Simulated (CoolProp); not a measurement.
Vapour-liquid equilibrium of R22 (1) + R123 (2) at -46.35 °C; x and y are mole fractions of (1).

Computed with CoolProp (multi-fluid Helmholtz-energy mixture model, Kamei 1995 and Younglove 1994; pair parameters Bell 2016).

```tsv
x	bubble pressure (kPa)	y at the bubble point	dew pressure at overall composition x (kPa)	liquid density (mol/L)
0.05	5.947	___	2.424	___
0.2	___	0.896	___	11.55
0.35	30.14	0.950	___	___
0.5	41.85	0.972	4.481	13.08
0.65	52.74	0.984	6.251	13.96
0.8	___	0.992	10.34	14.95
0.95	73.82	0.998	30.25	16.07
```

### Question
What belongs in the gaps?

### Answer

- 0.05, y at the bubble point: 0.631
- 0.05, liquid density (mol/L): 10.89
- 0.2, bubble pressure (kPa): 17.87
- 0.2, dew pressure at overall composition x (kPa): 2.862
- 0.35, dew pressure at overall composition x (kPa): 3.493
- 0.35, liquid density (mol/L): 12.28
- 0.8, bubble pressure (kPa): 63.16

No azeotrope shows between x = 0.05 and 0.95.

The pair parameters rest on a limited set of measurements; away from them the model extrapolates. The gap from Raoult's law changes sign with composition, which may be real or a fault of the pair parameters; it wasn't checked against measurements.
